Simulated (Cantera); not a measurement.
Input (Python, Cantera):

```python
import numpy as np
import cantera as ct

gas = ct.Solution("gri30.yaml")
gas.TPX = 1175, 1100, {'H2': 0.028, 'O2': 1}
reactor = ct.IdealGasConstPressureReactor(gas, energy="off", clone=False)
net = ct.ReactorNet([reactor])
net.rtol, net.atol = 1e-08, 1e-18
show = ['H2', 'O2', 'H', 'HO2', 'O', 'OH', 'H2O2']
times = np.geomspace(0.0001, 6, 11)

steps = ct.SolutionArray(gas, extra=["t"])
rows = []
print(f"{'t/s':>10s}{'T/K':>9s}{'P/Pa':>11s}" + "".join(f"{s:>11s}" for s in show))
for t in times:
    while net.time < t:
        t_next = net.step()
        steps.append(gas.state, t=t_next)
    rows.append([np.interp(t, steps.t, y) for y in (steps.T, steps.P, *steps(*show).X.T)])
    print(f"{t:10.3e}{rows[-1][0]:9.1f}{rows[-1][1]:11.4g}" + "".join(f"{x:11.3e}" for x in rows[-1][2:]))
rate = np.gradient(steps.T, steps.t)
print("integrator steps:", len(steps.t))
if steps.T.max() > steps.T[0] + 200:
    print(f"time of steepest temperature rise: {steps.t[rate.argmax()]:.4e} s")
gas.TPX = 1175, 1100, {'H2': 0.028, 'O2': 1}
gas.equilibrate("TP")
print(f"equilibrium (TP): T = {gas.T:.1f} K  " + "  ".join(f"{s} {gas[s].X[0]:.3e}" for s in show))
```

It prints:

```
       t/s      T/K       P/Pa         H2         O2          H        HO2          O         OH       H2O2
 1.000e-04   1175.0       1100  2.724e-02  9.728e-01  7.164e-10  1.240e-09  6.697e-10  5.983e-10  9.019e-14
 3.005e-04   1175.0       1100  2.724e-02  9.728e-01  1.923e-09  3.733e-09  4.321e-09  3.293e-09  8.129e-13
 9.029e-04   1175.0       1100  2.724e-02  9.728e-01  1.701e-08  1.136e-08  5.654e-08  3.771e-08  7.330e-12
 2.713e-03   1175.0       1100  2.719e-02  9.727e-01  7.385e-06  1.203e-07  2.566e-05  1.679e-05  1.060e-10
 8.152e-03   1175.0       1100  4.396e-04  9.506e-01  3.208e-03  2.101e-06  1.945e-02  2.126e-03  5.386e-08
 2.449e-02   1175.0       1100  2.397e-04  9.539e-01  2.189e-03  1.843e-06  1.683e-02  1.694e-03  4.084e-08
 7.360e-02   1175.0       1100  1.512e-04  9.610e-01  1.064e-03  1.565e-06  1.035e-02  1.349e-03  4.085e-08
 2.212e-01   1175.0       1100  5.364e-05  9.683e-01  2.192e-04  1.003e-06  3.598e-03  8.056e-04  3.637e-08
 6.645e-01   1175.0       1100  1.025e-05  9.715e-01  1.826e-05  4.060e-07  6.850e-04  3.538e-04  2.349e-08
 1.997e+00   1175.0       1100  1.508e-06  9.722e-01  1.042e-06  1.079e-07  1.014e-04  1.366e-04  9.926e-09
 6.000e+00   1175.0       1100  2.413e-07  9.723e-01  6.755e-08  2.430e-08  1.634e-05  5.492e-05  3.113e-09
integrator steps: 1377
equilibrium (TP): T = 1175.0 K  H2 2.008e-09  O2 9.724e-01  H 5.273e-11  HO2 5.423e-09  O 1.382e-07  OH 5.052e-06  H2O2 5.444e-11
```

Cantera simulation using GRI-Mech 3.0 (53 species, 325 reactions); the numbers are that mechanism's predictions, not measurements. Radical loss at walls, strong at low pressure, is not modelled.
